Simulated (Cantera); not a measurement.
A closed system holds: 1 mol SiH4, a varied amount of NO, held at 502 °C and 9.30 Pa.

Equilibrium computed with Cantera from the NASA thermochemical tables; the gas is ideal and each condensed phase is pure. Candidate condensed phases: H2O, Si, SiO2, Si2N2O, Si3N4; 35 gas species. Equilibrium is a limit: real reactors are often held back by kinetics, nucleation or transport.

x: gas mole fraction; n: condensed amount in mol.

```
n(NO) (mol)      x H2    x N2    x H2O    x O2     x NO    x NH3     x OH  n Si(s)  n SiO2(α-quartz)  n Si2N2O(s)
-----------  --------  ------  -------  ------  -------  -------  -------  -------  ----------------  -----------
0.26             1.00  <1e-12   <1e-12  <1e-12   <1e-12   <1e-12   <1e-12    0.675               ___        0.130
0.39             1.00  <1e-12   <1e-12  <1e-12   <1e-12   <1e-12   <1e-12    0.512               ___        0.195
0.57             1.00  <1e-12   <1e-12  <1e-12   <1e-12   <1e-12   <1e-12    0.287               ___        0.285
0.86            0.976  0.0244  4.26e-7  <1e-12   <1e-12  5.43e-8   <1e-12        0               ___        0.380
1.3             0.828   0.172  6.93e-7  <1e-12   <1e-12  1.13e-7   <1e-12        0               ___        0.233
1.9             0.686   0.314  7.01e-7  <1e-12   <1e-12  1.15e-7   <1e-12        0             0.933       0.0333
2.8             0.353   0.412    0.235  <1e-12   <1e-12  4.85e-8   <1e-12        0              1.00            0
4.2          5.02e-12   0.500    0.476  0.0238  3.45e-7   <1e-12  5.12e-9        0              1.00            0
6.3          1.21e-12   0.500    0.317   0.183  9.55e-7   <1e-12  6.96e-9        0              1.00            0
9.4            <1e-12   0.500    0.213   0.287  1.20e-6   <1e-12  6.38e-9        0              1.00            0
14             <1e-12   0.500    0.143   0.357  1.34e-6   <1e-12  5.52e-9        0              1.00            0
```

### Question
Fill in the missing entries.

### Answer

- 0.26, n SiO2(α-quartz): 0.0650
- 0.39, n SiO2(α-quartz): 0.0975
- 0.57, n SiO2(α-quartz): 0.142
- 0.86, n SiO2(α-quartz): 0.240
- 1.3, n SiO2(α-quartz): 0.533
